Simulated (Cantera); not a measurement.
Input: 1 mol Si2H6, 0.37 mol Cl2, 25 mol N2, 0.028 mol HCl, equilibrated at 1525 °C and 0.0133 bar.

Method: chemical equilibrium by Gibbs-energy minimisation in Cantera with the NASA 1993 tables (ideal gas, pure condensed phases). Candidate condensed phases: NH4Cl, Si, Si3N4; 28 gas species. The feed counts by its element totals alone. The tables' values for SiCl, SiCl3 are old estimates; treat these amounts as uncertain. Kinetics and transport are ignored.

Problem. What is the equilibrium state?

Solution. 
```json
{
 "x(N2)": "0.874",
 "x(H2)": "0.102",
 "x(HCl)": "0.0158",
 "x(SiCl2)": "0.00610",
 "x(H)": "0.000976",
 "x(Si)": "0.000188",
 "x(Cl)": "0.000115",
 "x(SiCl)": "9.35e-5",
 "x(SiCl3)": "1.77e-5",
 "n(Si3N4(s))": "0.608 mol",
 "gas_amount": "27.20 mol",
 "log10 activity of Si(l) (absent)": "-0.09"
}
```
